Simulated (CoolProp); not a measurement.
Values from CoolProp's reference Helmholtz-energy equation of state, Thol 2015.

Problem. For octamethylcyclotetrasiloxane (D4), give the phase and the Z, cp (kJ/(kg K)), cv (kJ/(kg K)) at 523.9 K and 0.101 MPa.

Solution. 
- 523.9 K and 0.101 MPa: gas; Z 0.958, cp 1.86, cv 1.83
